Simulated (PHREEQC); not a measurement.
1 kg of water holding 0.3 mol/kgw NaCl and 0.034 mol/kgw Na2SO4 is evaporated at 15 °C; the solids stay in contact with the brine. No CO2 enters from the air. The run lets Halite, Mirabilite, Thenardite precipitate or redissolve, and no other solid.

The series has 25 steps of water left (kg), from 1 to 0.003246.

Computed with PHREEQC (Pitzer model, pitzer.dat).

### Question
Which solids form, in which order, and at which step of the series does each first stand?

### Answer
Mirabilite from water left = 0.06409 kg; Halite from water left = 0.05211 kg.
